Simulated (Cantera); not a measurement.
Charge: 1 mol SiH2Cl2, 52 mol N2, 62 mol H2, equilibrated at 1502 °C and 1.00 bar.

Cantera equilibrium calculation (NASA polynomials, part measured and part estimated; ideal gas, pure solids and liquids). Candidate condensed phases: NH4Cl, Si, Si3N4; 28 gas species. Kinetics and transport are ignored.

Base state: H2 0.537, N2 0.445, HCl 0.0171, H 0.000212, SiCl2 9.71e-5 (mole fractions); condensed: Si3N4(s).

### Question
What changes in the equilibrium state with this change: N2 from 52 to 0.27 mol?

### Answer
| species | before | after |
|---|---|---|
| H2 | 0.537 | 0.967 |
| HCl | 0.0171 | 0.0263 |
| N2 | 0.445 | 0.00420 |
| SiCl2 | 9.71e-5 | 0.00230 |
| SiH2Cl2 | 2.81e-7 | 1.20e-5 |
| SiH2 | 7.47e-7 | 2.42e-5 |
| SiCl3 | 1.28e-6 | 3.48e-5 |
| Si3N4(s), mol | 0.329 | 0 |
| Si(l), mol | 0 | 0.846 |
The tables' values for SiCl3 are old estimates; treat these amounts as uncertain. Gases not in the tables: Si2H6 and higher silanes.
